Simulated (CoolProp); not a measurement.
A closed Brayton cycle with nitrogen: compressor inlet 311.15 K and 2.1 MPa, high pressure 7.07 MPa, turbine inlet 710 K, compressor efficiency 0.89, turbine efficiency 0.85, recuperator effectiveness 0.8 (on enthalpy, no pinch check). Each further row changes one setting.

Model: reference Helmholtz-energy equation of state, Span 2000, in CoolProp.

```json
[
 {"case": "as stated", "thermal efficiency (%)": "17.1", "net work (kJ/kg)": "35.6", "compressor to turbine work": "0.81", "compressor exit (K)": "457.1", "turbine exit (K)": "538.3"},
 {"case": "turbine inlet 660 K", "thermal efficiency (%)": "?", "net work (kJ/kg)": "22.0", "compressor to turbine work": "0.87", "compressor exit (K)": "457.1", "turbine exit (K)": "499.0"},
 {"case": "compressor inlet 321.15 K", "thermal efficiency (%)": "14.9", "net work (kJ/kg)": "?", "compressor to turbine work": "0.84", "compressor exit (K)": "471.6", "turbine exit (K)": "538.3"},
 {"case": "high pressure 6.01 MPa", "thermal efficiency (%)": "19.3", "net work (kJ/kg)": "?", "compressor to turbine work": "0.77", "compressor exit (K)": "434.6", "turbine exit (K)": "?"},
 {"case": "recuperator effectiveness 0.5", "thermal efficiency (%)": "15.2", "net work (kJ/kg)": "35.6", "compressor to turbine work": "0.81", "compressor exit (K)": "457.1", "turbine exit (K)": "538.3"}
]
```

Question: What belongs in the gaps?

Answer: 
- turbine inlet 660 K, thermal efficiency (%): 11.8
- compressor inlet 321.15 K, net work (kJ/kg): 30.5
- high pressure 6.01 MPa, net work (kJ/kg): 37.6
- high pressure 6.01 MPa, turbine exit (K): 558.4
